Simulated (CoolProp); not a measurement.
A simple Rankine cycle with water: condensing at 319.15 K, boiler at 9.46 MPa, turbine inlet 585.1 K, turbine efficiency 0.65, pump efficiency 0.6, no recuperator. Each further row changes one setting.

Model: reference Helmholtz-energy equation of state, Wagner 2002, in CoolProp.

```
case                             thermal efficiency (%)  net work (kJ/kg)  heat in (kJ/kg)  turbine exit temperature (K)  volume ratio over the turbine
-------------------------------  ----------------------  ----------------  ---------------  ----------------------------  -----------------------------
as stated                                          23.8                 ?             2560                         319.1                            592
turbine inlet 605.1 K                                 ?               640                ?                         319.1                              ?
condensing temperature 311.15 K                       ?               636                ?                         311.2                            875
boiler pressure 6.62 MPa                              ?               628             2700                         319.1                            377
turbine efficiency 0.55                               ?               513             2560                         319.1                            621
```

Complete the blanks.


- as stated, net work (kJ/kg): 609
- turbine inlet 605.1 K, thermal efficiency (%): 24.1
- turbine inlet 605.1 K, heat in (kJ/kg): 2660
- turbine inlet 605.1 K, volume ratio over the turbine: 548
- condensing temperature 311.15 K, thermal efficiency (%): 24.5
- condensing temperature 311.15 K, heat in (kJ/kg): 2590
- boiler pressure 6.62 MPa, thermal efficiency (%): 23.3
- turbine efficiency 0.55, thermal efficiency (%): 20.1

The expansion ends wet for: as stated; turbine inlet 605.1 K; condensing temperature 311.15 K; boiler pressure 6.62 MPa; turbine efficiency 0.55.
